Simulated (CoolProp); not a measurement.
Computed with CoolProp (reference Helmholtz-energy equation of state, Lemmon 2022).

Problem. For R1234yf, give the phase and the density (kg/m³), cp (kJ/(kg K)), conductivity (mW/(m K)), Prandtl number at 321.2 K and 194 bar; 360.2 K and 194 bar.

Solution. 
- 321.2 K and 194 bar: liquid; density 1130, cp 1.31, conductivity 70.4, Prandtl number 3.21
- 360.2 K and 194 bar: liquid; density 1030, cp 1.39, conductivity 63.5, Prandtl number 2.72

Viscosity comes from a separate model (Bell 2016), an estimate that may be off by 10 % or more. Thermal conductivity comes from a separate model (Perkins 2011).
